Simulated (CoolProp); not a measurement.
Saturation properties of carbon dioxide.

The numbers come from the reference Helmholtz-energy equation of state, Span 1996 in CoolProp.

```csv
T (K),p (MPa),vapour density (kg/m³),enthalpy of vaporisation (kJ/kg),liquid conductivity (mW/(m K))
225.5,0.7499,19.64,335.8,166
232,___,25.05,324.5,158
238.5,1.217,31.60,312.5,150
245,1.519,39.50,299.8,142
251.6,1.877,49.15,___,135
258.1,2.287,60.63,271.1,127
264.6,2.760,74.52,254.9,119
271.1,___,91.50,237.0,112
277.7,3.924,113.0,216.5,___
284.2,4.621,140.0,193.1,95.9
290.7,5.407,176.5,164.7,___
297.2,6.295,231.6,126.7,81.3
```

Problem. Complete the blanks.

Solution. 
- 232, p (MPa): 0.9626
- 251.6, enthalpy of vaporisation (kJ/kg): 285.9
- 271.1, p (MPa): 3.300
- 277.7, liquid conductivity (mW/(m K)): 104
- 290.7, liquid conductivity (mW/(m K)): 88.1

Thermal conductivity comes from a separate model (Huber 2016).
